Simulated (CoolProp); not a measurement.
Fluoroethane (R161) along the isotherm 151.55 °C: fugacity coefficient from the reference equation and from simpler models built on Tc = 102.1 °C, pc = 5.010 MPa, ω = 0.216; each cubic takes its own stable root.

Values from CoolProp's reference Helmholtz-energy equation of state, Wu 2012.

```
p (MPa)  phase  reference  van der Waals  Redlich-Kwong  Soave-Redlich-Kwong  Peng-Robinson
-------  -----  ---------  -------------  -------------  -------------------  -------------
0.625      gas     0.9709         0.9728         0.9706               0.9723         0.9683
1.25       gas     0.9422         0.9457         0.9417               0.9451         0.9373
1.88       gas        [?]         0.9186         0.9130               0.9181         0.9069
2.5        gas     0.8865         0.8920         0.8852               0.8920         0.8776
3.12       gas     0.8595         0.8655         0.8578               0.8662            [?]
3.75       gas     0.8325            [?]         0.8303               0.8404         0.8207
4.38       gas     0.8060            [?]         0.8031               0.8151         0.7930
5          gas     0.7803         0.7852         0.7768               0.7905         0.7665
```

Problem. Some entries are withheld; supply them.

Solution. 
- 1.88, reference: 0.9139
- 3.12, Peng-Robinson: 0.8490
- 3.75, van der Waals: 0.8386
- 4.38, van der Waals: 0.8117
